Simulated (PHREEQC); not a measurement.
A PHREEQC input (ion-association model, phreeqc.dat):

```
SOLUTION 1
  temp 17
  units mg/L
  pH 6.54
  pe 8.3
  Na 0.246
  K 0.0715
  Ca 0.583
  Mg 0.041
  Cl 0.314 charge
  Li 0.1 charge
  S(6) 0.2 as SO4
  Alkalinity 1.98 as HCO3
  Br 0.00408
  F 0.000608
  B 0.00769
END
USE solution 1
EQUILIBRIUM_PHASES 1
  CO2(g) -2.5 10
END
```

It stops with these messages:

```
ERROR: Charge balance specified for more than one species.
ERROR: Program terminating due to input errors.
```

The fault: two constituents marked charge. The line should read `Cl 0.314` where the input has `Cl 0.314 charge / Li 0.1 charge`. With the mend the run ends at pH 5.80 and ionic strength 6.52e-5 mol/kgw.
